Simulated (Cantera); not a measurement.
Feed: 1 mol CO, 2.8 mol NH3, 6.6 mol N2, 0.33 mol CO2, held at 2348 K and 0.0133 bar.

Cantera equilibrium calculation (NASA polynomials, part measured and part estimated; ideal gas, pure solids and liquids). Candidate condensed phases: C, C6H6, C7H8, C8H18, H2O; 136 gas species. Kinetics and transport are ignored.

Base state: N2 0.575, H2 0.253, CO 0.0942, H 0.0538, H2O 0.0214, CO2 0.00138, OH 0.000781, O 0.000112 (mole fractions); condensed: gas only.

Problem. What changes in the equilibrium state with this change: CO2 from 0.33 to 2.5 mol?

Solution. 
```
species    before     after
-------  --------  --------
N2          0.575     0.497
CO         0.0942     0.187
H2          0.253     0.123
H2O        0.0214     0.116
CO2       0.00138    0.0305
H          0.0538    0.0376
O2        3.94e-6  0.000488
O        0.000112   0.00125
NO        6.40e-5  0.000662
OH       0.000781   0.00607
```

Problem. What changes in the equilibrium state with this change: temperature from 2348 K to 2823.15 K?

Solution. 
```
species    before    after
-------  --------  -------
N2          0.575    0.506
H          0.0538    0.268
H2          0.253    0.122
H2O        0.0214  0.00758
CO         0.0942   0.0834
N         4.29e-7  2.55e-5
O        0.000112  0.00660
```

Problem. What changes in the equilibrium state with this change: temperature from 2348 K to 1775 K?

Solution. 
```tsv
species	before	after
N2	0.575	0.591
H2	0.253	0.287
CO	0.0942	0.0962
H	0.0538	0.00134
H2O	0.0214	0.0224
O	0.000112	2.38e-8
NO	6.40e-5	2.07e-7
OH	0.000781	6.51e-6
CO2	0.00138	0.00201
```
